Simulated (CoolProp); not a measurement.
Vapour-liquid equilibrium of benzene (1) + n-dodecane (2) at 401.1 K; x and y are mole fractions of (1).

The numbers come from the multi-fluid Helmholtz-energy mixture model, Thol 2012 and Lemmon 2004; pair parameters Bell 2016 in CoolProp.

| x | bubble pressure (bar) | y at the bubble point | dew pressure at overall composition x (bar) | liquid density (mol/L) |
|---|---|---|---|---|
| 0.05 | ___ | 0.681 | 0.07128 | ___ |
| 0.125 | 0.4387 | 0.862 | 0.07727 | 4.267 |
| 0.2 | 0.6990 | ___ | ___ | 4.497 |
| 0.275 | 0.9728 | 0.947 | 0.09286 | ___ |
| 0.35 | 1.250 | 0.963 | 0.1033 | 5.028 |
| 0.425 | 1.526 | 0.972 | 0.1163 | 5.337 |
| 0.5 | 1.796 | 0.979 | 0.1331 | 5.681 |
| 0.575 | 2.061 | 0.984 | 0.1555 | 6.067 |
| 0.65 | 2.324 | 0.988 | 0.1870 | 6.505 |
| 0.725 | 2.588 | 0.991 | 0.2346 | 7.007 |
| 0.8 | 2.857 | 0.994 | 0.3149 | ___ |
| 0.875 | 3.135 | 0.996 | ___ | 8.264 |
| 0.95 | 3.422 | 0.999 | 1.015 | ___ |

Task: What belongs in the gaps?

Result: 
- 0.05, bubble pressure (bar): 0.2038
- 0.05, liquid density (mol/L): 4.056
- 0.2, y at the bubble point: 0.920
- 0.2, dew pressure at overall composition x (bar): 0.08435
- 0.275, liquid density (mol/L): 4.750
- 0.8, liquid density (mol/L): 7.586
- 0.875, dew pressure at overall composition x (bar): 0.4796
- 0.95, liquid density (mol/L): 9.069

No azeotrope shows between x = 0.05 and 0.95.

Pair parameters are fitted to limited data, so mixtures are less certain than the pure fluids.
